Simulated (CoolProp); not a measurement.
Vapour-liquid equilibrium of hydrogen sulfide (1) + n-butane (2) at 102 kPa; x and y are mole fractions of (1).

Values from CoolProp's multi-fluid Helmholtz-energy mixture model, Lemmon 2006 and Bücker 2006; pair parameters Kunz 2012.

Q: Give the bubble temperature and the first vapour's composition at x = 0.5, 0.575, 0.875. Is there an azeotrope?

A: x = 0.5: -55.8 °C, y = 0.953; x = 0.575: -56.5 °C, y = 0.956; x = 0.875: -58.7 °C, y = 0.974. No azeotrope shows between x = 0.05 and 0.95.

Pair parameters are fitted to limited data, so mixtures are less certain than the pure fluids. With so large a gap from Raoult's law the liquid may split in two, which this calculation doesn't test in full.
